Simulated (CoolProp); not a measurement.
Vapour-liquid equilibrium of propane (1) + dimethyl ether (2) at 308.1 K; x and y are mole fractions of (1).

Computed with CoolProp (multi-fluid Helmholtz-energy mixture model, Lemmon 2009 and Wu 2011; pair parameters Bell 2016).

```tsv
x	bubble pressure, mixture model (kPa)	bubble pressure, Raoult's law (kPa)	y, mixture model	y, Raoult's law
0.05	832.6	800.5	0.101	0.076
0.15	924.9	844.3	0.255	0.216
0.25	999.8	888.1	0.372	0.342
0.35	1061	931.9	0.467	0.457
0.45	1111	975.6	0.550	0.561
0.55	1151	1019	0.626	0.656
0.65	1182	1063	0.700	0.744
0.75	1205	1107	0.776	0.824
0.85	1218	1151	0.857	0.899
0.95	1220	1195	0.949	0.967
```

The largest gap from Raoult's law is +13.9 % in bubble pressure, at x = 0.35. y crosses x between x = 0.85 and 0.95: the model has an azeotrope there.

The pair parameters rest on a limited set of measurements; away from them the model extrapolates.
